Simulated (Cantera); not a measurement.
**Transport properties of process gases**

Gas mixture: CH₄ : C₂H₄ : C₂H₂ = 0.31 : 0.15 : 0.052 (molar parts), at 0.987 atm, frozen composition.

Cantera's kinetic-theory transport with the Lennard-Jones parameters of GRI-Mech 3.0, ideal gas; thermal conductivity in the multicomponent form. The composition is frozen, though it would react at the higher temperatures.

```tsv
T (K)	ρ (kg/m³)	cp (J/kg/K)	μ (µPa s)	λ (mW/m/K)	Pr	D (cm²/s) CO₂	D (cm²/s) CH₄	D (cm²/s) H₂
400	0.619	2190	14.0	43.2	0.711	0.254	0.297	1.14
600	0.412	2848	19.4	76.9	0.718	0.531	0.616	2.27
800	0.309	3391	24.0	113	0.720	0.881	1.02	3.68
1000	0.247	3841	28.1	150	0.719	1.29	1.49	5.34
1200	0.206	4197	31.9	186	0.719	1.77	2.03	7.23
1400	0.177	4482	35.3	221	0.718	2.29	2.63	9.33
1600	0.155	4711	38.6	254	0.717	2.87	3.29	11.6
```
D: mixture-averaged diffusion coefficient of that species in the mixture.
